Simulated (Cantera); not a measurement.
Input (Python, Cantera) and output of one run.

```python
import numpy as np
import cantera as ct

gas_names = """
    B BH BH2 BH3 B2 H H2
""".split()
cond_names = """
    B(b) B(L)
""".split()


# ... load() reads the species with a 1 bar reference pressure and builds the phases ...
atoms = {
    'B': {'B': 1},
    'H2': {'H': 2},
}
top_T = {}  # K; cautious upper limits of use, not melting points


# ... equilibrate(T, P, feed) seeds the gas with the atoms and calls Mixture.equilibrate('TP', solver="vcs", rtol=1e-11, max_steps=5000) ...
results = []
feed = {'B': 1, 'H2': 1.6}  # mol
P = 4700  # Pa
for T in [948, 1098, 1248, 1398, 1548, 1698, 1848, 1998, 2148, 2298, 2448]:
    mix = equilibrate(T, P, feed)
    results.append((T, P, feed, dict(zip(mix.species_names, mix.species_moles))))
    x = sorted(zip(gas.X, gas.species_names), reverse=True)
    print(f"T = {T:g} K  P = {P:g} Pa  gas = {mix.phase_moles(0):.4g} mol")
    print("   x: " + "  ".join(f"{s} {v:.3e}" for v, s in x if v > 1e-06))
    print("   condensed (mol): " + ("  ".join(f"{mix.phase(i).name} {mix.phase_moles(i):.4g}"
          for i in range(1, mix.n_phases) if mix.phase_moles(i) > 1e-12) or "none"))
```

Result:

```
T = 948 K  P = 4700 Pa  gas = 1.6 mol
   x: H2 1.000e+00
   condensed (mol): B(b) 1
T = 1098 K  P = 4700 Pa  gas = 1.6 mol
   x: H2 1.000e+00
   condensed (mol): B(b) 1
T = 1248 K  P = 4700 Pa  gas = 1.6 mol
   x: H2 1.000e+00  H 2.154e-06
   condensed (mol): B(b) 1
T = 1398 K  P = 4700 Pa  gas = 1.6 mol
   x: H2 1.000e+00  H 2.183e-05  BH2 3.182e-06
   condensed (mol): B(b) 1
T = 1548 K  P = 4700 Pa  gas = 1.6 mol
   x: H2 9.998e-01  H 1.420e-04  BH2 1.599e-05  BH3 1.662e-06
   condensed (mol): B(b) 1
T = 1698 K  P = 4700 Pa  gas = 1.601 mol
   x: H2 9.993e-01  H 6.668e-04  BH2 6.009e-05  BH3 3.054e-06
   condensed (mol): B(b) 0.9999
T = 1848 K  P = 4700 Pa  gas = 1.602 mol
   x: H2 9.974e-01  H 2.442e-03  BH2 1.811e-04  BH3 5.042e-06
   condensed (mol): B(b) 0.9997
T = 1998 K  P = 4700 Pa  gas = 1.606 mol
   x: H2 9.922e-01  H 7.370e-03  BH2 4.590e-04  BH3 7.641e-06  B 2.743e-06  BH 1.367e-06
   condensed (mol): B(b) 0.9992
T = 2148 K  P = 4700 Pa  gas = 1.615 mol
   x: H2 9.799e-01  H 1.903e-02  BH2 1.010e-03  B 2.803e-05  BH3 1.075e-05  BH 8.302e-06
   condensed (mol): B(b) 0.9983
T = 2298 K  P = 4700 Pa  gas = 1.636 mol
   x: H2 9.546e-01  H 4.316e-02  BH2 1.968e-03  B 2.104e-04  BH 3.932e-05  BH3 1.409e-05
   condensed (mol): B(b) 0.9963
T = 2448 K  P = 4700 Pa  gas = 1.675 mol
   x: H2 9.081e-01  H 8.751e-02  BH2 3.094e-03  B 1.108e-03  BH 1.363e-04  BH3 1.542e-05
   condensed (mol): B(L) 0.9927
```

Method: chemical equilibrium by Gibbs-energy minimisation in Cantera with the NASA 1993 tables (ideal gas, pure condensed phases). The tables' values for BH2 are old estimates; treat these amounts as uncertain. Gases not in the tables: B2H6 and higher boranes.
